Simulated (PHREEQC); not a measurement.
Make-up at 93 °C: 3.9 mmol/kgw ZnCl2. Closed to the air; pH follows from the charge balance.

All values are PHREEQC results (ion-association model, phreeqc.dat), not measurements.

Precipitation was switched off in this run.

Predict the pH, ionic strength.

pH 4.90; ionic strength 0.0107 mol/kgw.

In which forms is Cl present?

Cl- 94 %, ZnCl+ 6.1 % of the Cl.

Constants without temperature data keep their 25 °C values here.
